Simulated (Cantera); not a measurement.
A closed system holds: 1 mol Si, 0.64 mol Cl₂, 3 mol H₂, equilibrated at 1377 °C and 2.60 bar.

These are equilibrium values from Cantera (NASA tables, ideal gas, pure condensed phases), not measurements of a reactor. Candidate condensed phases: Si; 19 gas species. The tables' values for SiCl₃ are old estimates; treat these amounts as uncertain. Equilibrium is a limit: real reactors are often held back by kinetics, nucleation or transport.

Base state: H₂ 0.779, HCl 0.121, SiCl₂ 0.0669, SiCl₃ 0.0154, SiHCl₃ 0.00839, SiCl₄ 0.00777, SiH₂Cl₂ 0.00155, SiH₃Cl 8.59e-5 (mole fractions); condensed: Si(s).

**Question.** What changes in the equilibrium state with this change: pressure from 2.60 bar to 0.133 bar?

**Answer.** 
| species | before | after |
|---|---|---|
| H₂ | 0.779 | 0.756 |
| HCl | 0.121 | 0.142 |
| SiCl₂ | 0.0669 | 0.0943 |
| SiCl₃ | 0.0154 | 0.00583 |
| SiH₃Cl | 8.59e-5 | 5.01e-6 |
| SiH₂Cl₂ | 0.00155 | 0.000109 |
| SiHCl₃ | 0.00839 | 0.000709 |
| SiCl₄ | 0.00777 | 0.000790 |
| Si(s), mol | 0.645 | 0.631 |
The tables' values for SiCl₃, SiCl are old estimates; treat these amounts as uncertain.

**Question.** What changes in the equilibrium state with this change: H₂ from 3 to 14 mol?

**Answer.** 
```json
[
 {"species": "H₂", "before": "0.779", "after": "0.929"},
 {"species": "HCl", "before": "0.121", "after": "0.0561"},
 {"species": "SiCl₂", "before": "0.0669", "after": "0.0121"},
 {"species": "SiCl₃", "before": "0.0154", "after": "0.00118"},
 {"species": "SiCl₄", "before": "0.00777", "after": "0.000252"},
 {"species": "SiHCl₃", "before": "0.00839", "after": "0.000700"},
 {"species": "SiH₂Cl₂", "before": "0.00155", "after": "0.000332"},
 {"species": "Si(s), mol", "before": "0.645", "after": "0.787"}
]
```

**Question.** What changes in the equilibrium state with this change: temperature from 1377 °C to 677 °C?

**Answer.** 
```csv
species,before,after
H₂,0.779,0.885
SiCl₄,0.00777,0.0586
SiHCl₃,0.00839,0.0474
HCl,0.121,0.00501
SiCl₂,0.0669,4.35e-5
SiCl₃,0.0154,0.000276
H,4.97e-5,<1e-9
SiH₂Cl₂,0.00155,0.00389
SiH₃Cl,8.59e-5,7.98e-5
"Si(s), mol",0.645,0.638
```
